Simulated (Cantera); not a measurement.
A closed system holds: 1 mol NF₃, 8 mol H₂O, 0.53 mol O₂, at 4580 Torr.

Equilibrium computed with Cantera from the NASA thermochemical tables; the gas is ideal and each condensed phase is pure. Candidate condensed phases: H₂O; 40 gas species. Kinetics and transport are ignored. All values below are at 2798 K.

Base state: H₂O 0.526, HF 0.259, O₂ 0.102, OH 0.0405, N₂ 0.0404, H₂ 0.0144, O 0.00698, NO 0.00580 (mole fractions); condensed: gas only.

Question: What changes in the equilibrium state with this change: O₂ from 0.53 to 1.5 mol?

Answer: 
```csv
species,before,after
H₂O,0.526,0.484
HF,0.259,0.239
O₂,0.102,0.166
H₂,0.0144,0.0104
N₂,0.0404,0.0364
OH,0.0405,0.0439
NO₂,6.77e-6,1.05e-5
HO₂,6.03e-5,8.33e-5
```
